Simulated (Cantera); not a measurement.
Mixture: CH4 : O2 : N2 = 1 : 1.82 : 6.84 (molar parts), at 8.88 atm, adiabatic and at constant pressure. Ignition delay is the time to a rise of 400 K.

Model: GRI-Mech 3.0 (53 species, 325 reactions), integrated in Cantera.

Task: What does this change do: pressure from 8.88 atm to 27.6 atm?

Result: 
```json
[
 {"quantity": "delay at 1275 K", "before": "2.28 ms", "after": "0.662 ms"},
 {"quantity": "delay at 1475 K", "before": "0.272 ms", "after": "93.9 µs"},
 {"quantity": "delay at 1675 K", "before": "45.3 µs", "after": "17.9 µs"},
 {"quantity": "delay at 1875 K", "before": "10.8 µs", "after": "4.38 µs"},
 {"quantity": "delay at 2075 K", "before": "3.63 µs", "after": "1.42 µs"},
 {"quantity": "apparent activation energy between 1875 and 2075 K", "before": "180 kJ/mol", "after": "180 kJ/mol"}
]
```
The pressure lies above the range GRI-Mech 3.0 was tuned for (to about 10 atm).

Task: What does this change do: constant volume in place of constant pressure?

Result: 
```json
[
 {"quantity": "delay at 1275 K", "before": "2.28 ms", "after": "2.15 ms"},
 {"quantity": "delay at 1475 K", "before": "0.272 ms", "after": "0.253 ms"},
 {"quantity": "delay at 1675 K", "before": "45.3 µs", "after": "41.7 µs"},
 {"quantity": "delay at 1875 K", "before": "10.8 µs", "after": "9.91 µs"},
 {"quantity": "delay at 2075 K", "before": "3.63 µs", "after": "3.30 µs"},
 {"quantity": "apparent activation energy between 1875 and 2075 K", "before": "180 kJ/mol", "after": "180 kJ/mol"}
]
```
